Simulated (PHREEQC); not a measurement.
Dissolve 40 mmol/kgw NaH2PO4 and 3.1 mmol/kgw NaOH at 20 °C. Closed to the air; pH follows from the charge balance.

Computed with PHREEQC (ion-association model, phreeqc.dat).

Each row changes one thing in this solution. Precipitation was switched off in this run.

```tsv
case	pH	ionic strength (mol/kgw)	HPO4-2 (mol/kgw)	NaHPO4- (mol/kgw)	H3PO4 (mol/kgw)
as made	5.88	0.0460	0.00299	0.000119	5.49e-6
NaOH left out	4.57	0.0402	0.000150	5.77e-6	0.000124
0.0023 mol/kgw KHF2 added	5.30	0.0461	0.000820	3.26e-5	2.25e-5
temperature from 20 to 40 °C	5.83	0.0460	0.00299	0.000116	7.80e-6
NaOH from 0.0031 to 0.00062 mol/kgw	5.19	0.0412	0.000632	2.45e-5	2.91e-5
0.028 mol/kgw NaCl added	5.83	0.0739	0.00294	0.000169	5.96e-6
0.024 mol/kgw KBr added	5.84	0.0699	0.00295	0.000104	5.90e-6
```

At this temperature some constants are extrapolated from 25 °C, and those without enthalpy data are left unchanged.
